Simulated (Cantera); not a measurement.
Input: 1 mol HgO, 2.2 mol H₂, held at 1400 °C and 45.0 Pa.

Cantera equilibrium calculation (NASA polynomials, part measured and part estimated; ideal gas, pure solids and liquids). Candidate condensed phases: H₂O, Hg, HgO; 10 gas species. Kinetics and transport are ignored.

Base state: H₂ 0.373, Hg 0.312, H₂O 0.312, H 0.00328, OH 0.000132 (mole fractions); condensed: gas only.

Problem. What changes in the equilibrium state with this change: H₂ from 2.2 to 1.2 mol?

Solution. 
```
species    before     after
-------  --------  --------
Hg          0.312     0.454
H₂O         0.312     0.454
H₂          0.373    0.0902
O₂        3.54e-7   1.28e-5
OH       0.000132  0.000390
```

Problem. What changes in the equilibrium state with this change: H₂ from 2.2 to 0.43 mol?

Solution. 
```csv
species,before,after
Hg,0.312,0.582
H₂O,0.312,0.248
O₂,3.54e-7,0.165
H₂,0.373,0.000435
O,9.38e-7,0.000640
H,0.00328,0.000112
OH,0.000132,0.00308
```

Problem. What changes in the equilibrium state with this change: H₂ from 2.2 to 0.052 mol?

Solution. 
| species | before | after |
|---|---|---|
| Hg | 0.312 | 0.655 |
| O₂ | 3.54e-7 | 0.310 |
| H₂O | 0.312 | 0.0333 |
| H₂ | 0.373 | 4.26e-5 |
| O | 9.38e-7 | 0.000877 |
| H | 0.00328 | 3.50e-5 |
